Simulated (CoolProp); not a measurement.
Vapour-liquid equilibrium of R22 (1) + R113 (2) at 0.137 MPa; x and y are mole fractions of (1).

Values from CoolProp's multi-fluid Helmholtz-energy mixture model, Kamei 1995 and Marx 1992; pair parameters Bell 2016.

```tsv
x	bubble temperature (°C)	y at the bubble point	dew temperature at overall composition x (°C)	liquid density (mol/L)
0.05	36.2	0.512	…	8.376
0.2	1.2	0.901	50.1	…
0.35	-13.8	0.961	44.0	…
0.5	-21.5	0.979	36.8	11.45
0.65	-26.3	…	27.8	12.56
0.8	…	…	15.0	13.87
0.95	-33.0	0.998	-10.1	15.46
```

Problem. Some entries are withheld; supply them.

Solution. 
- 0.05, dew temperature at overall composition x (°C): 55.4
- 0.2, liquid density (mol/L): 9.476
- 0.35, liquid density (mol/L): 10.44
- 0.65, y at the bubble point: 0.988
- 0.8, bubble temperature (°C): -29.8
- 0.8, y at the bubble point: 0.993

No azeotrope shows between x = 0.05 and 0.95.

Pair parameters are fitted to limited data, so mixtures are less certain than the pure fluids.
